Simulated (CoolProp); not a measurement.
100 sccm (0 °C, 1 atm) of nitrogen bubbles through liquid R365MFC at 275.9 K and leaves saturated at a total pressure of 0.15 MPa (ideal gas phase). Each further row changes one setting.

The numbers come from the reference Helmholtz-energy equation of state, Lemmon 2016 in CoolProp.

```json
[
 {"case": "as stated", "vapour pressure (kPa)": "21.1", "mole fraction of vapour": "0.141", "delivery (mg/min)": "108", "delivery (sccm)": "16.4", "change of delivery for a bath 1 K warmer (%)": "5.8"},
 {"case": "bath temperature 280.9 K", "vapour pressure (kPa)": "26.8", "mole fraction of vapour": "0.179", "delivery (mg/min)": "144", "delivery (sccm)": "21.8", "change of delivery for a bath 1 K warmer (%)": "5.9"},
 {"case": "total pressure 0.3 MPa", "vapour pressure (kPa)": "21.1", "mole fraction of vapour": "0.0704", "delivery (mg/min)": "50.1", "delivery (sccm)": "7.58", "change of delivery for a bath 1 K warmer (%)": "5.4"}
]
```
